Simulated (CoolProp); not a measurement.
The numbers come from the reference Helmholtz-energy equation of state, Schroeder 2014 in CoolProp.

Task: For ethanol, give the phase and the density (kg/m³), viscosity (µPa s) at 191.25 °C and 0.783 MPa.

Result: 
- 191.25 °C and 0.783 MPa: gas; density 9.99, viscosity 13.8

Viscosity comes from a separate model (Kiselev 2005).
